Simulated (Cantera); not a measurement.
Mixture: 9.47 % CH₄, 0.947 % CO, 15.0 % O₂, 74.6 % N₂, at 4.10 bar, adiabatic and at constant pressure. Ignition delay is the time to a rise of 400 K.

Cantera simulation using GRI-Mech 3.0 (53 species, 325 reactions); the numbers are that mechanism's predictions, not measurements.

Predict: delay at 1123 K; delay at 1323 K; delay at 1523 K; delay at 1723 K; delay at 1923 K; apparent activation energy between 1723 and 1923 K.


| Property | Result |
|---|---|
| delay at 1123 K | 61.3 ms |
| delay at 1323 K | 4.32 ms |
| delay at 1523 K | 0.466 ms |
| delay at 1723 K | 75.4 µs |
| delay at 1923 K | 19.3 µs |
| apparent activation energy between 1723 and 1923 K | 190 kJ/mol |
